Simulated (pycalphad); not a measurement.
## Freezing of Sn-Si alloys with rising Si

Computed with pycalphad from the COST 507 light-alloy database (1999), at 1 atm. These are 1990s assessments: newer ones move some temperatures and phases. Amounts are mole fractions of atoms.

Scheil-Gulliver runs (no diffusion in the solid, steps of 2 K) beside full equilibrium.

```json
[
 {"alloy": "Sn-0.5171Si (wt.%)", "liquidus (°C)": "949", "Scheil, half solid (°C)": "at the invariant end", "Scheil, 80 % solid (°C)": "at the invariant end", "Scheil, invariant end (°C)": "232", "liquid left at that end": "0.98", "equilibrium solidus (°C)": "232"},
 {"alloy": "Sn-0.781Si (wt.%)", "liquidus (°C)": "1006", "Scheil, half solid (°C)": "at the invariant end", "Scheil, 80 % solid (°C)": "at the invariant end", "Scheil, invariant end (°C)": "232", "liquid left at that end": "0.97", "equilibrium solidus (°C)": "232"},
 {"alloy": "Sn-1.049Si (wt.%)", "liquidus (°C)": "1048", "Scheil, half solid (°C)": "at the invariant end", "Scheil, 80 % solid (°C)": "at the invariant end", "Scheil, invariant end (°C)": "232", "liquid left at that end": "0.96", "equilibrium solidus (°C)": "232"}
]
```
